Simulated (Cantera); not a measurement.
Charge: 1 mol CF4, 0.022 mol HCl, 0.22 mol H2, at 10.0 mbar.

Equilibrium computed with Cantera from the NASA thermochemical tables; the gas is ideal and each condensed phase is pure. Candidate condensed phases: C, C6H6, C7H8, C8H18; 118 gas species. Gases not in the tables: C2F6 and larger saturated fluorocarbons. Equilibrium is a limit: real reactors are often held back by kinetics, nucleation or transport. All values below are at 1350 °C.

Base state: CF4 0.645, HF 0.337, Cl 0.0144, CF2 0.00187, HCl 0.00100, F 0.000383, CClF3 0.000358, CF3 0.000283 (mole fractions); condensed: C(graphite).

### Question
What changes in the equilibrium state with this change: HCl from 0.022 to 0.72 mol?

### Answer
| species | before | after |
|---|---|---|
| HF | 0.337 | 0.445 |
| CF4 | 0.645 | 0.290 |
| Cl | 0.0144 | 0.209 |
| Cl2 | 0.000132 | 0.0277 |
| HCl | 0.00100 | 0.0235 |
| CCl2F2 | 1.55e-7 | 2.18e-5 |
| ClF | 7.14e-6 | 8.47e-5 |
| CClF3 | 0.000358 | 0.00285 |
| C(graphite), mol | 0.114 | 0.272 |
